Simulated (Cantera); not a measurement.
An isothermal, constant-pressure homogeneous reactor starts with 2.83 % H2, 8.83 % O2, 88.3 % N2, equivalence ratio 0.16, at 1398 K and 19000 Pa.

Cantera simulation using GRI-Mech 3.0 (53 species, 325 reactions); the numbers are that mechanism's predictions, not measurements.

One state of this run: x H2 = 1.06e-7; x O2 = 0.0753; x H2O = 0.0287; x O = 5.81e-7; x H = 3.55e-9; x NO = 4.82e-6; x H2O2 = 3.78e-10. x: mole fraction; the columns are a selection and need not sum to one.

**Question.** Which value of t (s) does it belong to?
A. 0.000340
B. 6.06
C. 0.524
D. 0.0134

**Answer.** B, 6.06
